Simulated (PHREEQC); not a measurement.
A column of 0.2 m (40 cells, dispersivity 0.016 m, 300 s a shift, diffusion coefficient 3e-10 m²/s) holds 0.12 eq of the database's cation exchanger X per kg of pore water, first in equilibrium with 0.0064 mol/kgw MnCl2, 0.00032 mol/kgw LiCl and 1e-05 mol/kgw HCl. It is flushed with 0.003 mol LiCl, 0.079 mol SrCl2, 0.018 mol KCl and 1e-05 mol HCl per kg of water, at 15 °C. Values are for the last cell. No CO2 enters from the air. Nothing may precipitate in this run.

The series has 33 steps of pore volumes, from 0 to 4.013.

All values are PHREEQC results (ion-association model, phreeqc.dat), not measurements.

**Question.** After how many pore volumes does Sr at the outlet first reach half of its feed value?

**Answer.** By 1.6 pore volumes.

**Question.** After how many pore volumes does K at the outlet first reach half of its feed value?

**Answer.** By 1.8 pore volumes.

Species that the database lacks are ignored.
